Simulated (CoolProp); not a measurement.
Vapour pressure (bar) of carbonyl sulfide: the reference equation beside estimates from Tc = 378.8 K, pc = 63.69 bar, ω = 0.098.

Computed with CoolProp (reference Helmholtz-energy equation of state, Lemmon 2006). It is a short technical equation, of lower accuracy than the large ones.

```tsv
T (K)	reference	Lee-Kesler	Peng-Robinson
218.3	0.8111	0.7999	___
228	1.271	1.257	1.286
237.8	1.919	1.905	___
247.6	2.796	2.784	2.806
257.4	3.949	3.942	3.953
267.2	5.426	5.427	5.424
277	7.279	7.290	7.273
286.8	9.562	9.582	9.555
296.5	12.30	12.33	12.30
306.3	15.60	15.63	15.62
316.1	19.50	19.53	19.55
325.9	24.06	24.09	24.15
335.7	29.35	___	29.51
345.5	35.44	35.48	35.67
```

Problem. Complete the blanks.

Solution. 
- 218.3, Peng-Robinson: 0.8258
- 237.8, Peng-Robinson: 1.932
- 335.7, Lee-Kesler: 29.38

Absolute difference from the reference over all 14 rows, mean and median: Lee-Kesler 0.4 and 0.2 %, Peng-Robinson 0.4 and 0.3 %.
